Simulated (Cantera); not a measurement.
Mixture: CO : H2 : O2 : N2 = 1 : 0.34 : 1.22 : 4.58 (molar parts), equivalence ratio 0.55, at 0.987 atm, adiabatic and at constant volume. Ignition delay is the time to a rise of 400 K.

Computed with Cantera and GRI-Mech 3.0 (53 species, 325 reactions). Below about 950 K walls govern HO2 and H2O2 in real vessels. Where the delays flatten at high temperature, the 400 K rule measures the pace of heat release, not the induction time.

Problem. Predict: delay at 898 K; delay at 1048 K; delay at 1198 K; delay at 1348 K; delay at 1498 K.

Solution. 
```json
{
 "delay at 898 K": "49.2 ms",
 "delay at 1048 K": "0.231 ms",
 "delay at 1198 K": "87.0 µs",
 "delay at 1348 K": "56.1 µs",
 "delay at 1498 K": "46.6 µs"
}
```
